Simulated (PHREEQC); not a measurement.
Solution (25 °C): 0.0012 mol HF, 0.22 mol (CH3)4NF, 4.8e-05 mol H4SiO4 and 0.027 mol H2SO4 per kg of water. Closed to the air; pH follows from the charge balance.

The numbers come from PHREEQC with the ion-association model, wateq4f.dat.

This is a speciation only: nothing precipitates in the calculation.

Task: What pH, activity of water, ionic strength does the model give?

Result: pH 3.67; activity of water 0.992; ionic strength 0.247 mol/kgw.

Task: In which forms is F present?

Result: F- 67 %, HF2- 17 %, HF 14 %, H2F2 2.4 % of the F.

(CH3)4N+ isn't in the database: it is added as a free cation with an ion size of 4 Å. SiF6-2 is the database's only silicon fluoride.
